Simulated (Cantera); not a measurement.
A freely propagating, adiabatic, planar premixed flame of 8.83 % CH₄, 18.0 % O₂, 67.7 % N₂, 5.47 % H₂O, unburnt at 375 K and 410000 Pa; mixture-averaged transport, grid criteria slope 0.08 and curve 0.16, no radiation.

Model: GRI-Mech 3.0 (53 species, 325 reactions), integrated in Cantera. Burning velocities carry a grid error of a few per cent, more on coarse grids.

Problem. Predict: laminar burning velocity; thermal thickness; peak x(O); peak x(HCN); peak x(C₂H₄).

Solution. 
```json
{
 "laminar_burning_velocity": "22.8 cm/s",
 "thermal_thickness": "0.203 mm",
 "peak x(O)": "0.000960",
 "peak x(HCN)": "2.58e-6",
 "peak x(C₂H₄)": "0.000651"
}
```
